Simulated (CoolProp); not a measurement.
Properties of nitrogen along the isobar 4.62 MPa (Tc = -147.0 °C, pc = 3.396 MPa, ω = 0.037).

Computed with CoolProp (reference Helmholtz-energy equation of state, Span 2000).

```tsv
T (°C)	phase	cv (kJ/(kg K))	speed of sound (m/s)
-164.45	liquid	0.9623	573.1
-147.75	liquid	0.9663	345.8
-130.95	supercritical	0.9279	211.5
-114.25	supercritical	0.8343	239.8
-97.45	supercritical	0.8003	261.3
-80.75	supercritical	0.7830	279.2
-64.05	supercritical	0.7727	295.0
-47.25	supercritical	0.7660	309.4
-30.55	supercritical	0.7615	322.7
-13.75	supercritical	0.7583	335.1
2.95	supercritical	0.7560	346.7
19.75	supercritical	0.7544	357.9
36.45	supercritical	0.7532	368.5
53.25	supercritical	0.7525	378.7
69.95	supercritical	0.7521	388.4
```
